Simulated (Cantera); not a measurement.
A perfectly stirred reactor is fed with CH₄ : O₂ : N₂ = 1 : 1.33 : 8.93 (molar parts), at 1600000 Pa; it is adiabatic with a 425 K inlet, and is followed from long to short residence time, starting on the burning branch (τ in s: 0.16, 0.062, 0.024, 0.0096, 0.0038, 0.0015, 0.00059, 0.00023, 9.1e-05).

Model: GRI-Mech 3.0 (53 species, 325 reactions), integrated in Cantera. The pressure lies above the range GRI-Mech 3.0 was tuned for (to about 10 atm).

x: mole fraction; the columns are a selection and need not sum to one.

| τ (s) | T (K) | x CH₄ | x O₂ | x H₂O | x CH₂ | x NO | x HCN |
|---|---|---|---|---|---|---|---|
| 0.16 | 1604 | 0.0110 | 0.000882 | 0.120 | 1.10e-8 | 9.75e-9 | 1.73e-7 |
| 0.062 | 1599 | 0.0121 | 0.00180 | 0.120 | 2.06e-8 | 1.25e-8 | 1.63e-7 |
| 0.024 | 1582 | 0.0132 | 0.00355 | 0.119 | 3.33e-8 | 1.44e-8 | ___ |
| 0.0096 | 1546 | 0.0146 | 0.00692 | 0.117 | 4.09e-8 | 1.54e-8 | ___ |
| 0.0038 | 1405 | 0.0214 | 0.0207 | 0.105 | 1.21e-8 | 7.83e-9 | ___ |
| 0.0015 | 425 | 0.0888 | 0.118 | <1e-12 | <1e-12 | <1e-12 | <1e-12 |
| 0.00059 | 425 | 0.0888 | 0.118 | <1e-12 | <1e-12 | <1e-12 | <1e-12 |
| 0.00023 | 425 | 0.0888 | 0.118 | <1e-12 | <1e-12 | <1e-12 | <1e-12 |
| 9.1e-5 | 425 | 0.0888 | 0.118 | <1e-12 | <1e-12 | <1e-12 | <1e-12 |

**Question.** Complete the blanks.

**Answer.** 
- 0.024, x HCN: 1.13e-7
- 0.0096, x HCN: 5.14e-8
- 0.0038, x HCN: 2.34e-9
